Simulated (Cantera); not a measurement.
A Cantera script and its output.

```python
import numpy as np
import cantera as ct

gas = ct.Solution("gri30.yaml")


def delay(T, t_max=10):
    gas.TPX = T, 1000000, {'CH4': 1, 'C2H6': 0.25, 'O2': 2.61, 'N2': 9.83, 'H2O': 3}
    reactor = ct.IdealGasReactor(gas, clone=False)
    net = ct.ReactorNet([reactor])
    net.rtol, net.atol = 1e-8, 1e-16
    while net.time < t_max:
        t_old, T_old = net.time, reactor.T
        net.step()
        if reactor.T > T + 400:  # ignition: a rise of 400 K
            return t_old + (T + 400 - T_old) / (reactor.T - T_old) * (net.time - t_old)
    return np.nan


taus = []
for T in [1123, 1198, 1273, 1348, 1423, 1498]:
    taus.append(delay(T))
    print(f"T0 = {T:6g} K   tau = {taus[-1]:.4e} s")
```

Result:

```
T0 =   1123 K   tau = 2.5145e-03 s
T0 =   1198 K   tau = 7.7914e-04 s
T0 =   1273 K   tau = 2.7927e-04 s
T0 =   1348 K   tau = 1.1820e-04 s
T0 =   1423 K   tau = 5.8509e-05 s
T0 =   1498 K   tau = 3.2390e-05 s
```

Computed with Cantera and GRI-Mech 3.0 (53 species, 325 reactions).
